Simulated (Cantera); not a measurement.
Thermodynamics of carbon deposition, reforming and gasification, feed n-butane + H2 + N2 + NH3

Charge: 1 mol n-butane, 4.9 mol H2, 2.4 mol N2, 0.004 mol NH3, held at 23300 Torr.

Cantera equilibrium calculation (NASA polynomials, part measured and part estimated; ideal gas, pure solids and liquids). Candidate condensed phases: C, C6H6, C7H8, C8H18; 92 gas species. The ideal-gas law is rough above about 30 bar. Kinetics and transport are ignored.

```json
[
 {"T (°C)": "1175", "log p H2": "1.36", "log p N2": "0.80", "log p CH4": "0.24", "log p HCN": "-2.06", "log p C2H2 (acetylene)": "-3.96", "log p H": "-4.36", "log p HNC": "-3.91", "log p NH3": "-1.70", "n C(graphite)": "3.34"},
 {"T (°C)": "1275", "log p H2": "1.37", "log p N2": "0.80", "log p CH4": "0.06", "log p HCN": "-1.75", "log p C2H2 (acetylene)": "-3.43", "log p H": "-3.83", "log p HNC": "-3.46", "log p NH3": "-1.81", "n C(graphite)": "3.56"},
 {"T (°C)": "1375", "log p H2": "1.38", "log p N2": "0.79", "log p CH4": "-0.11", "log p HCN": "-1.48", "log p C2H2 (acetylene)": "-2.97", "log p H": "-3.36", "log p HNC": "-3.06", "log p NH3": "-1.92", "n C(graphite)": "3.69"},
 {"T (°C)": "1475", "log p H2": "1.38", "log p N2": "0.79", "log p CH4": "-0.27", "log p HCN": "-1.24", "log p C2H2 (acetylene)": "-2.56", "log p H": "-2.95", "log p HNC": "-2.71", "log p NH3": "-2.02", "n C(graphite)": "3.76"},
 {"T (°C)": "1575", "log p H2": "1.39", "log p N2": "0.78", "log p CH4": "-0.41", "log p HCN": "-1.03", "log p C2H2 (acetylene)": "-2.20", "log p H": "-2.58", "log p HNC": "-2.40", "log p NH3": "-2.10", "n C(graphite)": "3.80"},
 {"T (°C)": "1675", "log p H2": "1.39", "log p N2": "0.78", "log p CH4": "-0.53", "log p HCN": "-0.84", "log p C2H2 (acetylene)": "-1.88", "log p H": "-2.25", "log p HNC": "-2.13", "log p NH3": "-2.18", "n C(graphite)": "3.81"},
 {"T (°C)": "1775", "log p H2": "1.39", "log p N2": "0.78", "log p CH4": "-0.65", "log p HCN": "-0.67", "log p C2H2 (acetylene)": "-1.59", "log p H": "-1.96", "log p HNC": "-1.88", "log p NH3": "-2.26", "n C(graphite)": "3.80"},
 {"T (°C)": "1875", "log p H2": "1.39", "log p N2": "0.77", "log p CH4": "-0.75", "log p HCN": "-0.52", "log p C2H2 (acetylene)": "-1.33", "log p H": "-1.69", "log p HNC": "-1.65", "log p NH3": "-2.33", "n C(graphite)": "3.76"},
 {"T (°C)": "1975", "log p H2": "1.39", "log p N2": "0.77", "log p CH4": "-0.85", "log p HCN": "-0.38", "log p C2H2 (acetylene)": "-1.09", "log p H": "-1.44", "log p HNC": "-1.45", "log p NH3": "-2.39", "n C(graphite)": "3.69"},
 {"T (°C)": "2075", "log p H2": "1.39", "log p N2": "0.76", "log p CH4": "-0.94", "log p HCN": "-0.25", "log p C2H2 (acetylene)": "-0.88", "log p H": "-1.22", "log p HNC": "-1.27", "log p NH3": "-2.45", "n C(graphite)": "3.60"}
]
```
log p: log10 of the partial pressure in bar; n: condensed amount in mol.

From 1175 °C to 2075 °C the condensed part is C(graphite). The main C-bearing gas is CH4 at 1175 °C and HCN at 2075 °C. The share of C in condensed phases is highest at 1675 °C (95.3 %) and lowest at 1175 °C (83.5 %).
